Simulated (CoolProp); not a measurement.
The fluid at 298.15 K and 0.396 MPa flows at 15 m/s in a round tube of 25 mm bore and 15 µm roughness, fully developed (64/Re and Nu = 3.66 if laminar; Colebrook and Gnielinski if turbulent). The same conditions are run with several fluids, on thermodynamics alone (safety and materials aside).

The numbers come from the reference Helmholtz-energy equation of state of each fluid (n-pentane: Thol 2019; toluene: Lemmon 2006; n-decane: Lemmon 2006; R123: Younglove 1994; n-butane: Bücker 2006) in CoolProp.

| fluid | Reynolds number | Darcy friction factor | pressure drop (Pa/m) | heat-transfer coefficient (W/(m² K)) | mass flow (kg/h) |
|---|---|---|---|---|---|
| n-pentane | 1290000 | 0.0178 | 49700 | 26000 | 16500 |
| toluene | 584000 | 0.0181 | 70400 | 18800 | 22900 |
| n-decane | 320000 | 0.0187 | 61100 | 13800 | 19300 |
| R123 | 1310000 | 0.0177 | 117000 | 21700 | 38800 |
| n-butane | 1350000 | 0.0177 | 45700 | 25400 | 15200 |

Transport values come from each fluid's own correlations; those of n-pentane are estimates that may be off by 10 % or more.
